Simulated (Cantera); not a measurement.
Input: 1 mol Cu, 16 mol NH3, 1.1 mol CO, 0.15 mol H2O.

Equilibrium computed with Cantera from the NASA thermochemical tables; the gas is ideal and each condensed phase is pure. Candidate condensed phases: C, C6H6, C7H8, C8H18, Cu, CuO, Cu(OH)2, Cu2O, H2O; 139 gas species. Kinetics and transport are ignored.

Q: What condenses at these points (T in K, P in Pa): (1800, 68000); (1300, 850000); (1650, 10); (1750, 35); (1750, 68000)?

A: 
```json
[
 {"T (K)": "1800", "P in Pa": "68000", "condensed phases": "Cu", "Cu condensed (%)": "97.3"},
 {"T (K)": "1300", "P in Pa": "850000", "condensed phases": "Cu", "Cu condensed (%)": "100.0"},
 {"T (K)": "1650", "P in Pa": "10", "condensed phases": "gas only", "Cu condensed (%)": "0.0"},
 {"T (K)": "1750", "P in Pa": "35", "condensed phases": "gas only", "Cu condensed (%)": "0.0"},
 {"T (K)": "1750", "P in Pa": "68000", "condensed phases": "Cu", "Cu condensed (%)": "98.5"}
]
```
